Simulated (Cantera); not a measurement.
## Adiabatic ignition

An adiabatic, constant-volume homogeneous reactor starts with CH4 : H2 : O2 : N2 = 1 : 0.47 : 2.79 : 10.5 (molar parts), at 1750 K and 1.60 bar.

Detailed kinetics in Cantera: GRI-Mech 3.0 (53 species, 325 reactions).

```
t (s)     T (K)  P (bar)   x CH4    x H2    x O2       x O     x HCO
--------  -----  -------  ------  ------  ------  --------  --------
2.00e-6    1750     1.60  0.0677  0.0318   0.189   5.02e-7  3.47e-11
8.89e-6    1750     1.60  0.0676  0.0318   0.189   2.49e-6   3.53e-9
3.95e-5    2041     1.90  0.0316  0.0392   0.152  0.000392   9.27e-5
0.000175   2958     2.78  <1e-12  0.0145  0.0440    0.0124   6.66e-8
0.000780   2947     2.77  <1e-12  0.0146  0.0399    0.0114   6.53e-8
0.00346    2946     2.77  <1e-12  0.0147  0.0397    0.0113   6.52e-8
0.0154     2946     2.77  <1e-12  0.0147  0.0397    0.0113   6.52e-8
0.0684     2946     2.77  <1e-12  0.0147  0.0397    0.0113   6.52e-8
0.304      2946     2.77  <1e-12  0.0147  0.0397    0.0113   6.52e-8
1.35       2946     2.77  <1e-12  0.0147  0.0397    0.0113   6.52e-8
6.00       2946     2.77  <1e-12  0.0147  0.0397    0.0113   6.52e-8
```
x: mole fraction; the columns are a selection and need not sum to one.

```yaml
time_of_steepest_temperature_rise: 41.6 µs
temperature at 6.00 s: 2946 K
equilibrium_temperature: 2946 K
x(CH4) at 6.00 s: <1e-12 (gas-phase equilibrium <1e-12)
x(H2) at 6.00 s: 0.0147 (gas-phase equilibrium 0.0147)
x(O2) at 6.00 s: 0.0397 (gas-phase equilibrium 0.0397)
```
